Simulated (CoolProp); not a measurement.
Saturation properties of CH2F2 (R32) (Tc = 78.1 °C, pc = 5.783 MPa, ω = 0.277).

Computed with CoolProp (reference Helmholtz-energy equation of state, Tillner-Roth 1997).

```csv
T (°C),p (MPa),liquid density (kg/m³),vapour density (kg/m³),surface tension (mN/m),liquid conductivity (mW/(m K))
-14.25,…,1102,…,13.5,166
-5.85,0.6712,1075,18.25,12.0,159
2.45,0.8788,1047,23.89,…,153
10.85,1.135,1017,31.03,9.11,146
19.15,1.440,984.8,39.84,7.73,…
27.45,1.803,950.7,50.85,6.40,132
35.85,…,913.1,64.93,5.11,…
44.15,2.739,871.8,82.75,3.89,118
52.55,3.330,823.9,106.5,2.73,110
60.85,4.007,766.8,139.1,1.67,102
```

**Question.** What belongs in the gaps?

**Answer.** 
- -14.25, p (MPa): 0.5015
- -14.25, vapour density (kg/m³): 13.70
- 2.45, surface tension (mN/m): 10.6
- 19.15, liquid conductivity (mW/(m K)): 139
- 35.85, p (MPa): 2.237
- 35.85, liquid conductivity (mW/(m K)): 125

It boils at -51.7 °C under 1 atm.

Thermal conductivity comes from a separate model (Huber 2003), an estimate that may be off by 10 % or more. Surface tension comes from a separate correlation (Mulero 2012).
